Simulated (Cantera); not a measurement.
Charge: 1 mol B2H6, 2.4 mol H2, at 1700 °C and 64.0 Pa.

These are equilibrium values from Cantera (NASA tables, ideal gas, pure condensed phases), not measurements of a reactor. Candidate condensed phases: B; 7 gas species. The feed counts by its element totals alone. The tables' values for BH2 are old estimates; treat these amounts as uncertain. Kinetics and transport are ignored.

Base state: H2 0.948, H 0.0519, BH2 0.000379, B 0.000132 (mole fractions); condensed: B(s).

What changes in the equilibrium state with this change: temperature from 1700 °C to 725 °C?


```json
[
 {"species": "H2", "before": "0.948", "after": "1.00"},
 {"species": "H", "before": "0.0519", "after": "8.50e-8"},
 {"species": "BH2", "before": "0.000379", "after": "3.81e-9"},
 {"species": "B", "before": "0.000132", "after": "<1e-9"},
 {"species": "B(s), mol", "before": "2.00", "after": "2.00"}
]
```
